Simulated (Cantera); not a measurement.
An adiabatic, constant-pressure homogeneous reactor starts with CH₄ : C₂H₆ : O₂ : N₂ = 1 : 0.054 : 4.47 : 16.8 (molar parts), at 1798 K and 3750 Torr. Integrator tolerance rtol = 1e-08.

Detailed kinetics in Cantera: GRI-Mech 3.0 (53 species, 325 reactions).

| quantity | before | after |
|---|---|---|
| time of steepest temperature rise | 13.4 µs | 9.30 µs |
| temperature at 0.300 s | 2641 K | 2713 K |
| equilibrium temperature | 2641 K | 2713 K |
| x(CH₄) at 0.300 s | <1e-12 (gas-phase equilibrium <1e-12) | <1e-12 (gas-phase equilibrium <1e-12) |
| x(C₂H₆) at 0.300 s | <1e-12 (gas-phase equilibrium <1e-12) | <1e-12 (gas-phase equilibrium <1e-12) |
| x(O₂) at 0.300 s | 0.0906 (gas-phase equilibrium 0.0906) | 0.0773 (gas-phase equilibrium 0.0773) |
| x(H₂) at 0.300 s | 0.00150 (gas-phase equilibrium 0.00150) | 0.00241 (gas-phase equilibrium 0.00241) |
| x(HCN) at 0.300 s | 2.87e-11 (gas-phase equilibrium 2.87e-11) | 8.78e-11 (gas-phase equilibrium 8.78e-11) |
| x(CH₃) at 0.300 s | <1e-12 (gas-phase equilibrium <1e-12) | <1e-12 (gas-phase equilibrium <1e-12) |

Question: Which change was made?
A) pressure from 3750 Torr to 14300 Torr
B) C2H6 0.054 to 0.14 parts
C) initial temperature 1798 to 1050 K
D) initial temperature 1798 to 1525 K

Answer: B, C2H6 0.054 to 0.14 parts
